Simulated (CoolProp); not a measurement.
R236FA along the isotherm 306.8 K: density (kg/m³) from the reference equation and from simpler models built on Tc = 398.1 K, pc = 31.91 bar, ω = 0.377; each cubic takes its own stable root.

Values from CoolProp's reference Helmholtz-energy equation of state, Pan 2012.

```json
[
 {"p (bar)": "5.32", "phase": "liquid", "reference": "1331"},
 {"p (bar)": "10.6", "phase": "liquid", "reference": "1334"},
 {"p (bar)": "16", "phase": "liquid", "reference": "1337"},
 {"p (bar)": "21.3", "phase": "liquid", "reference": "1340"},
 {"p (bar)": "26.6", "phase": "liquid", "reference": "1343"},
 {"p (bar)": "31.9", "phase": "liquid", "reference": "1345"},
 {"p (bar)": "37.2", "phase": "liquid", "reference": "1348"},
 {"p (bar)": "42.5", "phase": "liquid", "reference": "1351"},
 {"p (bar)": "47.9", "phase": "liquid", "reference": "1353"}
]
```

Task: How far does each simpler model (van der Waals, Soave-Redlich-Kwong) lie from the reference over these 9 states: mean and median of the absolute difference, and the worst?

Result: 
- van der Waals: mean 46.2 %, median 39.9 %, worst -97.4 % at 306.8 K and 5.32 bar
- Soave-Redlich-Kwong: mean 9.7 %, median 9.7 %, worst -10.3 % at 306.8 K and 5.32 bar

At some of these states van der Waals gives the other phase, because its saturation line lies elsewhere.
